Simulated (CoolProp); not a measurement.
Model: reference Helmholtz-energy equation of state, Leachman 2009, in CoolProp.

Problem. For normal hydrogen, give the phase and the cp (kJ/(kg K)), Joule-Thomson coefficient (K/MPa), viscosity (µPa s) at 777.8 K and 30 bar.

Solution. 
- 777.8 K and 30 bar: supercritical; cp 14.7, Joule-Thomson coefficient -0.581, viscosity 17.3

Viscosity comes from a separate model (Muzny 2013).
